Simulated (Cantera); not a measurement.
Cantera run:

```python
import numpy as np
import cantera as ct

gas_names = """
    AL ALCL ALCL2 ALCL3 ALH AL2 AL2CL6 CL CL2 H HCL H2
""".split()
cond_names = """
    AL(cr) AL(L) ALCL3(s) ALCL3(L)
""".split()


# ... load() reads the species with a 1 bar reference pressure and builds the phases ...
atoms = {
    'Al': {'AL': 1},
    'HCl': {'H': 1, 'CL': 1},
}
top_T = {}  # K; cautious upper limits of use, not melting points


# ... equilibrate(T, P, feed) seeds the gas with the atoms and calls Mixture.equilibrate('TP', solver="vcs", rtol=1e-11, max_steps=5000) ...
results = []
feed = {'Al': 1, 'HCl': 16}  # mol
T = 1398  # K
P = 10000  # Pa
mix = equilibrate(T, P, feed)
results.append((T, P, feed, dict(zip(mix.species_names, mix.species_moles))))
x = sorted(zip(gas.X, gas.species_names), reverse=True)
print(f"T = {T:g} K  P = {P:g} Pa  gas = {mix.phase_moles(0):.4g} mol")
print("   x: " + "  ".join(f"{s} {v:.3e}" for v, s in x if v > 0.001))
print("   condensed (mol): " + ("  ".join(f"{mix.phase(i).name} {mix.phase_moles(i):.4g}"
      for i in range(1, mix.n_phases) if mix.phase_moles(i) > 1e-12) or "none"))
```

Result:

```
T = 1398 K  P = 10000 Pa  gas = 15.5 mol
   x: HCL 8.387e-01  H2 9.676e-02  ALCL3 6.446e-02
   condensed (mol): none
```

These are equilibrium values from Cantera (NASA tables, ideal gas, pure condensed phases), not measurements of a reactor. The tables' values for AlCl2 are old estimates; treat these amounts as uncertain.
